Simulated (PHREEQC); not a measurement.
Solution (25 °C): 0.049 mol HCl and 0.087 mol MnSO4 per kg of water. Closed to the air; pH follows from the charge balance.

Equilibrium calculation in PHREEQC: ion-association model, phreeqc.dat.

Each row changes one thing in this solution. Precipitation was switched off in this run.

| case | pH | ionic strength (mol/kgw) | Mn+2 (mol/kgw) | SO4-2 (mol/kgw) | MnSO4 (mol/kgw) | HSO4- (mol/kgw) |
|---|---|---|---|---|---|---|
| as made | 1.71 | 0.229 | 0.0556 | 0.0344 | 0.0282 | 0.0244 |
| HCl left out | 6.37 | 0.193 | 0.0482 | 0.0482 | 0.0388 | 7.93e-7 |
| diluted 5-fold with water | 2.24 | 0.0545 | 0.0126 | 0.00978 | 0.00459 | 0.00302 |
| HCl from 0.049 to 0.49 mol/kgw | 0.50 | 0.621 | 0.0572 | 0.00950 | 0.00370 | 0.0738 |
| MnSO4 from 0.087 to 0.0435 mol/kgw | 1.59 | 0.143 | 0.0312 | 0.0160 | 0.0102 | 0.0173 |
| temperature from 25 to 85 °C | 1.96 | 0.190 | 0.0513 | 0.0192 | 0.0329 | 0.0349 |

Complexes and solids missing from the database can't appear. Away from 25 °C the constants follow the database's enthalpies or fits; those with neither stay at their 25 °C values.
